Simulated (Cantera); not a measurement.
A perfectly stirred reactor is fed with N2O : H2O = 1 : 0.18 (molar parts), at 620 Pa; it is held at 1623 K, and followed from long to short residence time.

Computed with Cantera and GRI-Mech 3.0 (53 species, 325 reactions). GRI-Mech 3.0 was tuned for natural gas; its chemistry of N2O as a main component is partial and can be far from experiment. Radical loss at walls, strong at low pressure, is not modelled. The temperature is held fixed by assumption; the heat of reaction is taken as removed at once.

Problem. Predict: x(N2O) at τ = 1.70 s; x(H2O) at τ = 1.70 s; x(O2) at τ = 1.70 s; x(NO) at τ = 1.70 s; x(O) at τ = 1.70 s; x(N2O) at τ = 61.0 ms; x(H2O) at τ = 61.0 ms; x(O2) at τ = 61.0 ms; x(NO) at τ = 61.0 ms; x(O) at τ = 61.0 ms.

Solution. 
```
Item                      Value
---------------------  --------
x(N2O) at τ = 1.70 s      0.135
x(H2O) at τ = 1.70 s      0.114
x(O2) at τ = 1.70 s       0.203
x(NO) at τ = 1.70 s      0.0929
x(O) at τ = 1.70 s     0.000198
x(N2O) at τ = 61.0 ms     0.702
x(H2O) at τ = 61.0 ms     0.144
x(O2) at τ = 61.0 ms     0.0391
x(NO) at τ = 61.0 ms     0.0223
x(O) at τ = 61.0 ms    0.000258
```
